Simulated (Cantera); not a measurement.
Adiabatic ignition

An adiabatic, constant-pressure homogeneous reactor starts with CO : H2 : O2 : N2 = 1 : 0.037 : 1.52 : 16.8 (molar parts), equivalence ratio 0.34, at 950 K and 1.00 atm.

Cantera simulation using GRI-Mech 3.0 (53 species, 325 reactions); the numbers are that mechanism's predictions, not measurements.

```json
[
 {"t (s)": "9.00e-6", "T (K)": "950", "x CO": "0.0517", "x H2": "0.00191", "x O2": "0.0785", "x HO2": "<1e-12", "x NO": "<1e-12", "x H": "<1e-12"},
 {"t (s)": "3.15e-5", "T (K)": "950", "x CO": "0.0517", "x H2": "0.00191", "x O2": "0.0785", "x HO2": "2.89e-12", "x NO": "<1e-12", "x H": "2.40e-12"},
 {"t (s)": "0.000110", "T (K)": "950", "x CO": "0.0517", "x H2": "0.00191", "x O2": "0.0785", "x HO2": "4.33e-11", "x NO": "<1e-12", "x H": "1.22e-11"},
 {"t (s)": "0.000384", "T (K)": "950", "x CO": "0.0517", "x H2": "0.00191", "x O2": "0.0785", "x HO2": "5.62e-10", "x NO": "<1e-12", "x H": "4.45e-11"},
 {"t (s)": "0.00134", "T (K)": "950", "x CO": "0.0517", "x H2": "0.00191", "x O2": "0.0785", "x HO2": "6.02e-9", "x NO": "<1e-12", "x H": "1.57e-10"},
 {"t (s)": "0.00469", "T (K)": "950", "x CO": "0.0517", "x H2": "0.00191", "x O2": "0.0785", "x HO2": "1.13e-7", "x NO": "<1e-12", "x H": "1.78e-9"},
 {"t (s)": "0.0164", "T (K)": "951", "x CO": "0.0516", "x H2": "0.00188", "x O2": "0.0784", "x HO2": "1.26e-5", "x NO": "<1e-12", "x H": "2.41e-7"},
 {"t (s)": "0.0573", "T (K)": "981", "x CO": "0.0487", "x H2": "0.00128", "x O2": "0.0768", "x HO2": "2.11e-5", "x NO": "5.76e-11", "x H": "1.59e-6"},
 {"t (s)": "0.200", "T (K)": "1394", "x CO": "5.96e-6", "x H2": "3.54e-8", "x O2": "0.0532", "x HO2": "3.54e-8", "x NO": "1.91e-6", "x H": "7.67e-9"},
 {"t (s)": "0.700", "T (K)": "1395", "x CO": "3.09e-7", "x H2": "4.40e-9", "x O2": "0.0532", "x HO2": "4.99e-9", "x NO": "1.93e-6", "x H": "3.68e-10"}
]
```
x: mole fraction; the columns are a selection and need not sum to one.

```
Quantity                                                            Result
---------------------------------  ---------------------------------------
time of steepest temperature rise                                  78.6 ms
temperature at 0.700 s                                              1395 K
equilibrium temperature                                             1394 K
x(CO) at 0.700 s                   3.09e-7 (gas-phase equilibrium 2.02e-7)
x(H2) at 0.700 s                   4.40e-9 (gas-phase equilibrium 3.49e-9)
x(O2) at 0.700 s                     0.0532 (gas-phase equilibrium 0.0530)
```
